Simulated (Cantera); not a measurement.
Gas mixture: 48.9 % C₂H₄, 51.1 % N₂, at 0.000640 bar, frozen composition.

Cantera's kinetic-theory transport with the Lennard-Jones parameters of GRI-Mech 3.0, ideal gas; thermal conductivity in the multicomponent form.

One state of this run: ρ (kg/m³) = 0.000308; cp (J/kg/K) = 1921; μ (µPa s) = 26.6; λ (mW/m/K) = 67.0; Pr = 0.764; D (cm²/s) H = 7460; D (cm²/s) C₂H₂ = 1050; D (cm²/s) CH₃ = 1400. D: mixture-averaged diffusion coefficient of that species in the mixture.

**Question.** Which value of T (K) does it belong to?
(A) 400
(B) 500
(C) 600
(D) 700

**Answer.** D, 700
